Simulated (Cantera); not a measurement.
Standard-state values (1 bar) from the NASA 1993 polynomials, evaluated with Cantera. Values are per mole of reaction as written; species without (g) are pure solids or liquids, kept so even where they would boil at 1 bar.

a) 4 Al + O₂(g) → 2 Al₂O(g)
b) V + O₂(g) → VO₂(g)
c) 0.8 V + O₂(g) → 0.4 V₂O₅

Question: Order these by ΔG° at 798 K, most negative first.

Answer: c (-482 kJ), a (-432 kJ), b (-255 kJ)
